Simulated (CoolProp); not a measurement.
The numbers come from the reference Helmholtz-energy equation of state, de Reuck 1990 in CoolProp.

Question: For fluorine, give the phase and the cv (kJ/(kg K)), Joule-Thomson coefficient (K/MPa) at -178.25 °C and 2.05 bar; -78.85 °C and 12.5 bar; -45.65 °C and 13.2 bar.

Answer: 
- -178.25 °C and 2.05 bar: gas; cv 0.579, Joule-Thomson coefficient 19.8
- -78.85 °C and 12.5 bar: gas; cv 0.572, Joule-Thomson coefficient 4.39
- -45.65 °C and 13.2 bar: gas; cv 0.579, Joule-Thomson coefficient 3.20
